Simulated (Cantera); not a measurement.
## Si + Cl2 + H2 (silicon etching in halogen gases)

A closed system holds: 1 mol Si, a varied amount of Cl2, 36 mol H2, equilibrated at 600 °C and 49.0 Pa.

These are equilibrium values from Cantera (NASA tables, ideal gas, pure condensed phases), not measurements of a reactor. Candidate condensed phases: Si; 19 gas species. The tables' values for SiCl3 are old estimates; treat these amounts as uncertain. The numbers say what is thermodynamically allowed, not how fast it happens.

From 0.89 mol Cl2 to 2.1 mol Cl2 the condensed part is Si(s). From 2.4 mol Cl2 to 5.2 mol Cl2 nothing is condensed. The main Si-bearing gas is SiCl4 throughout.

```json
[
 {"n(Cl2) (mol)": "0.89", "log p H2": "-3.32", "log p HCl": "-5.22", "log p SiCl4": "-5.41", "log p SiHCl3": "-6.19", "n Si(s)": "0.650"},
 {"n(Cl2) (mol)": "1.3", "log p H2": "-3.32", "log p HCl": "-5.17", "log p SiCl4": "-5.21", "log p SiHCl3": "-6.04", "n Si(s)": "0.453"},
 {"n(Cl2) (mol)": "1.7", "log p H2": "-3.33", "log p HCl": "-5.14", "log p SiCl4": "-5.08", "log p SiHCl3": "-5.93", "n Si(s)": "0.257"},
 {"n(Cl2) (mol)": "2.1", "log p H2": "-3.33", "log p HCl": "-5.11", "log p SiCl4": "-4.97", "log p SiHCl3": "-5.86", "n Si(s)": "0.0603"},
 {"n(Cl2) (mol)": "2.4", "log p H2": "-3.33", "log p HCl": "-4.93", "log p SiCl4": "-4.93", "log p SiHCl3": "-6.00", "n Si(s)": "0"},
 {"n(Cl2) (mol)": "2.8", "log p H2": "-3.34", "log p HCl": "-4.67", "log p SiCl4": "-4.91", "log p SiHCl3": "-6.25", "n Si(s)": "0"},
 {"n(Cl2) (mol)": "3.2", "log p H2": "-3.35", "log p HCl": "-4.51", "log p SiCl4": "-4.91", "log p SiHCl3": "-6.42", "n Si(s)": "0"},
 {"n(Cl2) (mol)": "3.6", "log p H2": "-3.36", "log p HCl": "-4.39", "log p SiCl4": "-4.91", "log p SiHCl3": "-6.55", "n Si(s)": "0"},
 {"n(Cl2) (mol)": "4", "log p H2": "-3.37", "log p HCl": "-4.30", "log p SiCl4": "-4.91", "log p SiHCl3": "-6.65", "n Si(s)": "0"},
 {"n(Cl2) (mol)": "4.4", "log p H2": "-3.38", "log p HCl": "-4.22", "log p SiCl4": "-4.91", "log p SiHCl3": "-6.74", "n Si(s)": "0"},
 {"n(Cl2) (mol)": "4.8", "log p H2": "-3.39", "log p HCl": "-4.16", "log p SiCl4": "-4.92", "log p SiHCl3": "-6.81", "n Si(s)": "0"},
 {"n(Cl2) (mol)": "5.2", "log p H2": "-3.40", "log p HCl": "-4.11", "log p SiCl4": "-4.92", "log p SiHCl3": "-6.88", "n Si(s)": "0"}
]
```
log p: log10 of the partial pressure in bar; n: condensed amount in mol.
